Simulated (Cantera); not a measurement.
## Adiabatic ignition

An adiabatic, constant-pressure homogeneous reactor starts with 10.5 % CH3OH, 18.8 % O2, 70.6 % N2, equivalence ratio 0.84, at 1198 K and 1.01 bar.

Model: GRI-Mech 3.0 (53 species, 325 reactions), integrated in Cantera. GRI-Mech 3.0 was tuned for natural gas; its chemistry of methanol as a main component is partial and can be far from experiment.

```csv
t (s),T (K),x CH3OH,x O2,x HCN,x CH2,x HO2,x H2O
1.00e-6,1198,0.105,0.188,<1e-12,6.68e-11,3.24e-9,4.86e-9
2.15e-6,1198,0.105,0.188,<1e-12,6.68e-11,9.29e-9,1.12e-8
4.64e-6,1198,0.105,0.188,<1e-12,6.68e-11,2.30e-8,2.48e-8
1.00e-5,1198,0.105,0.188,<1e-12,6.68e-11,5.38e-8,5.43e-8
2.15e-5,1198,0.105,0.188,<1e-12,6.68e-11,1.24e-7,1.18e-7
4.64e-5,1198,0.105,0.188,<1e-12,6.68e-11,2.89e-7,2.56e-7
0.000100,1198,0.105,0.188,<1e-12,6.68e-11,6.72e-7,5.56e-7
0.000215,1198,0.105,0.188,<1e-12,6.68e-11,1.52e-6,1.21e-6
0.000464,1198,0.105,0.188,<1e-12,6.68e-11,3.34e-6,2.65e-6
0.00100,1198,0.105,0.188,<1e-12,6.68e-11,7.08e-6,6.32e-6
0.00215,1198,0.105,0.188,<1e-12,6.69e-11,1.47e-5,2.04e-5
0.00464,1198,0.105,0.188,<1e-12,6.72e-11,3.48e-5,0.000124
0.0100,1291,0.0756,0.168,<1e-12,1.22e-9,0.00107,0.0245
0.0215,2546,<1e-12,0.0339,9.56e-11,<1e-12,5.51e-6,0.180
0.0464,2543,<1e-12,0.0330,1.15e-10,<1e-12,5.36e-6,0.180
0.100,2543,<1e-12,0.0330,1.15e-10,<1e-12,5.36e-6,0.180
```
x: mole fraction; the columns are a selection and need not sum to one.

```yaml
time_of_steepest_temperature_rise: 10.2 ms
temperature at 0.100 s: 2543 K
equilibrium_temperature: 2543 K
x(CH3OH) at 0.100 s: <1e-12 (gas-phase equilibrium <1e-12)
x(O2) at 0.100 s: 0.0330 (gas-phase equilibrium 0.0330)
x(HCN) at 0.100 s: 1.15e-10 (gas-phase equilibrium 1.15e-10)
```
